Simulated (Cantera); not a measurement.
Input: 1 mol SiC, 2.5 mol O₂, 490 mol H₂, at 1130 Torr.

Cantera equilibrium calculation (NASA polynomials, part measured and part estimated; ideal gas, pure solids and liquids). Candidate condensed phases: C, C₆H₆, C₇H₈, C₈H₁₈, H₂O, Si, SiC, SiO₂; 123 gas species. The tables hold silica as quartz up to 1696 K and as liquid above; real silica turns to tridymite and cristobalite and melts near 1996 K. The numbers say what is thermodynamically allowed, not how fast it happens. All values below are at 952 °C.

Base state: H₂ 0.994, H₂O 0.00431, CO 0.00179, CH₄ 0.000237 (mole fractions); condensed: SiO₂(β-quartz).

Question: What changes in the equilibrium state with this change: SiC replaced by Si?

Answer: 
```csv
species,before,after
H₂,0.994,0.994
H₂O,0.00431,0.00612
CO,0.00179,0
CH₄,0.000237,0
"SiO₂(β-quartz), mol",1.00,1.00
```
